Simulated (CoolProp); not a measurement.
Vapour-liquid equilibrium of dimethyl ether (1) + n-pentane (2) at 0.776 MPa; x and y are mole fractions of (1).

Values from CoolProp's multi-fluid Helmholtz-energy mixture model, Wu 2011 and Thol 2019; pair parameters Bell 2016.

Task: Give the bubble temperature and the first vapour's composition at x = 0.05, 0.275, 0.725. Is there an azeotrope?

Result: x = 0.05: 106.8 °C, y = 0.137; x = 0.275: 76.1 °C, y = 0.663; x = 0.725: 43.3 °C, y = 0.938. No azeotrope shows between x = 0.05 and 0.95.

The pair parameters rest on a limited set of measurements; away from them the model extrapolates. The gap from Raoult's law changes sign with composition, which may be real or a fault of the pair parameters; it wasn't checked against measurements.
